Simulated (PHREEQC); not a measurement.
Solution (30 °C): 0.004 mol/kgw HCl, 0.0015 mol/kgw ZnSO4 and 0.00016 mol/kgw Na2SO4. Closed to the air; pH follows from the charge balance.

The numbers come from PHREEQC with the ion-association model, wateq4f.dat.

Each row changes one thing in this solution. This is a speciation only: nothing precipitates in the calculation.

```json
[
 {"case": "as made", "pH": "2.47", "ionic strength (mol/kgw)": "0.00912", "SO4-2 (mol/kgw)": "0.00117", "HSO4- (mol/kgw)": "0.000318", "NaSO4- (mol/kgw)": "1.30e-6", "SI of Halite (NaCl)": "-7.58", "SI of Mirabilite (Na2SO4:10H2O)": "-9.30"},
 {"case": "ZnSO4 replaced by Cs2SO4 at the same molality", "pH": "2.48", "ionic strength (mol/kgw)": "0.00826", "SO4-2 (mol/kgw)": "0.00130", "HSO4- (mol/kgw)": "0.000357", "NaSO4- (mol/kgw)": "1.47e-6", "SI of Halite (NaCl)": "-7.57", "SI of Mirabilite (Na2SO4:10H2O)": "[?]"},
 {"case": "temperature from 30 to 5 °C", "pH": "[?]", "ionic strength (mol/kgw)": "0.00939", "SO4-2 (mol/kgw)": "0.00128", "HSO4- (mol/kgw)": "0.000218", "NaSO4- (mol/kgw)": "1.21e-6", "SI of Halite (NaCl)": "-7.51", "SI of Mirabilite (Na2SO4:10H2O)": "[?]"},
 {"case": "Na2SO4 from 0.00016 to 0.000176 mol/kgw", "pH": "2.47", "ionic strength (mol/kgw)": "0.00916", "SO4-2 (mol/kgw)": "0.00118", "HSO4- (mol/kgw)": "0.000321", "NaSO4- (mol/kgw)": "1.44e-6", "SI of Halite (NaCl)": "[?]", "SI of Mirabilite (Na2SO4:10H2O)": "-9.21"},
 {"case": "0.0017 mol/kgw CuCl2 added", "pH": "2.47", "ionic strength (mol/kgw)": "0.0138", "SO4-2 (mol/kgw)": "0.00109", "HSO4- (mol/kgw)": "0.000281", "NaSO4- (mol/kgw)": "1.13e-6", "SI of Halite (NaCl)": "-7.33", "SI of Mirabilite (Na2SO4:10H2O)": "-9.38"},
 {"case": "ZnSO4 from 0.0015 to 0.0003 mol/kgw", "pH": "2.44", "ionic strength (mol/kgw)": "0.00541", "SO4-2 (mol/kgw)": "0.000340", "HSO4- (mol/kgw)": "0.000106", "NaSO4- (mol/kgw)": "4.11e-7", "SI of Halite (NaCl)": "-7.56", "SI of Mirabilite (Na2SO4:10H2O)": "-9.78"},
 {"case": "Na2SO4 from 0.00016 to 0.00024 mol/kgw", "pH": "2.47", "ionic strength (mol/kgw)": "0.00931", "SO4-2 (mol/kgw)": "0.00122", "HSO4- (mol/kgw)": "0.000332", "NaSO4- (mol/kgw)": "2.03e-6", "SI of Halite (NaCl)": "[?]", "SI of Mirabilite (Na2SO4:10H2O)": "-8.93"},
 {"case": "ZnSO4 from 0.0015 to 0.00015 mol/kgw", "pH": "2.44", "ionic strength (mol/kgw)": "0.00491", "SO4-2 (mol/kgw)": "0.000231", "HSO4- (mol/kgw)": "7.38e-5", "NaSO4- (mol/kgw)": "2.84e-7", "SI of Halite (NaCl)": "-7.55", "SI of Mirabilite (Na2SO4:10H2O)": "-9.94"},
 {"case": "temperature from 30 to 80 °C", "pH": "2.52", "ionic strength (mol/kgw)": "0.00832", "SO4-2 (mol/kgw)": "0.000803", "HSO4- (mol/kgw)": "0.000703", "NaSO4- (mol/kgw)": "1.13e-6", "SI of Halite (NaCl)": "-7.68", "SI of Mirabilite (Na2SO4:10H2O)": "-11.41"}
]
```

**Question.** Fill in the missing entries.

**Answer.** 
- ZnSO4 replaced by Cs2SO4 at the same molality, SI of Mirabilite (Na2SO4:10H2O): -9.24
- temperature from 30 to 5 °C, pH: 2.46
- temperature from 30 to 5 °C, SI of Mirabilite (Na2SO4:10H2O): -8.02
- Na2SO4 from 0.00016 to 0.000176 mol/kgw, SI of Halite (NaCl): -7.53
- Na2SO4 from 0.00016 to 0.00024 mol/kgw, SI of Halite (NaCl): -7.40

Species that the database lacks are ignored. Away from 25 °C the constants follow the database's enthalpies or fits; those with neither stay at their 25 °C values.
